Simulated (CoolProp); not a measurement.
A simple Rankine cycle with R1336mzz(Z): condensing at 310.15 K, boiler at 1.14 MPa, turbine inlet 435 K, turbine efficiency 0.7, pump efficiency 0.7, no recuperator. Each further row changes one setting.

The numbers come from the reference Helmholtz-energy equation of state, McLinden 2020 in CoolProp.

```
case                             thermal efficiency (%)  net work (kJ/kg)  heat in (kJ/kg)  turbine exit temperature (K)  volume ratio over the turbine
-------------------------------  ----------------------  ----------------  ---------------  ----------------------------  -----------------------------
as stated                                          10.8              29.3              272                         393.1                           10.5
turbine inlet 455 K                                 ___               ___              295                         413.8                            ___
condensing temperature 302.15 K                    11.8              33.2              282                         388.9                            ___
boiler pressure 0.798 MPa                           9.4               ___              277                           ___                           7.07
turbine efficiency 0.6                              ___              25.0              272                         397.4                            ___
```

Problem. What belongs in the gaps?

Solution. 
- turbine inlet 455 K, thermal efficiency (%): 10.6
- turbine inlet 455 K, net work (kJ/kg): 31.3
- turbine inlet 455 K, volume ratio over the turbine: 10.3
- condensing temperature 302.15 K, volume ratio over the turbine: 14.1
- boiler pressure 0.798 MPa, net work (kJ/kg): 25.9
- boiler pressure 0.798 MPa, turbine exit temperature (K): 401.5
- turbine efficiency 0.6, thermal efficiency (%): 9.2
- turbine efficiency 0.6, volume ratio over the turbine: 10.7
